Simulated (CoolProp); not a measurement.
Vapour-liquid equilibrium of n-pentane (1) + cyclohexane (2) at 0.179 MPa; x and y are mole fractions of (1).

Computed with CoolProp (multi-fluid Helmholtz-energy mixture model, Thol 2019 and Zhou 2014; pair parameters Bell 2016).

```tsv
x	bubble temperature, mixture model (°C)	bubble temperature, Raoult's law (°C)	y, mixture model	y, Raoult's law
0.05	96.1	96.6	0.158	0.153
0.2	84.6	85.7	0.475	0.475
0.35	76.1	77.2	0.661	0.670
0.5	69.4	70.2	0.782	0.796
0.65	63.9	64.4	0.868	0.882
0.8	59.3	59.4	0.933	0.943
0.95	55.1	55.1	0.985	0.988
```

The largest gap from Raoult's law is -1.1 K in bubble temperature, at x = 0.2. No azeotrope shows between x = 0.05 and 0.95.

Pair parameters are fitted to limited data, so mixtures are less certain than the pure fluids.
